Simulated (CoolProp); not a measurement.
A single-stage vapour-compression cycle with fluoroethane (R161): evaporating at 316.15 K (dew point), condensing at 348.15 K (bubble point), superheat 8 K, subcooling 5 K, compressor efficiency 0.65, no pressure losses. Each further row changes one setting.

Model: reference Helmholtz-energy equation of state, Wu 2012, in CoolProp.

| case | cooling COP | pressure ratio | discharge temperature (K) | refrigerating effect (kJ/kg) | volumetric capacity (kJ/m³) |
|---|---|---|---|---|---|
| as stated | 5.14 | 2.02 | 373.0 | 251 | 8250 |
| evaporating temperature 321.15 K | 6.31 | … | … | … | … |
| condensing temperature 343.15 K | 6.34 | 1.83 | 365.8 | 264 | 8690 |
| subcooling 10 K | 5.43 | 2.02 | 373.0 | 265 | 8700 |
| superheat 18 K | 5.15 | 2.02 | 383.1 | 269 | 8290 |
| compressor efficiency 0.55 | 4.35 | 2.02 | … | 251 | 8250 |

**Question.** Complete the blanks.

**Answer.** 
- evaporating temperature 321.15 K, pressure ratio: 1.80
- evaporating temperature 321.15 K, discharge temperature (K): 370.1
- evaporating temperature 321.15 K, refrigerating effect (kJ/kg): 254
- evaporating temperature 321.15 K, volumetric capacity (kJ/m³): 9440
- compressor efficiency 0.55, discharge temperature (K): 377.3
